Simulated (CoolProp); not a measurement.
Vapour-liquid equilibrium of isobutene (1) + acetone (2) at 8.39 kPa; x and y are mole fractions of (1).

The numbers come from the multi-fluid Helmholtz-energy mixture model, Lemmon 2005 and Lemmon 2006; pair parameters Bell 2016 in CoolProp.

Q: Give the bubble temperature and the first vapour's composition at x = 0.05, 0.15, 0.85. Is there an azeotrope?

A: x = 0.05: 244.2 K, y = 0.815; x = 0.15: 227.0 K, y = 0.953; x = 0.85: 217.7 K, y = 0.985. No azeotrope shows between x = 0.05 and 0.95.

Pair parameters are fitted to limited data, so mixtures are less certain than the pure fluids. With so large a gap from Raoult's law the liquid may split in two, which this calculation doesn't test in full.
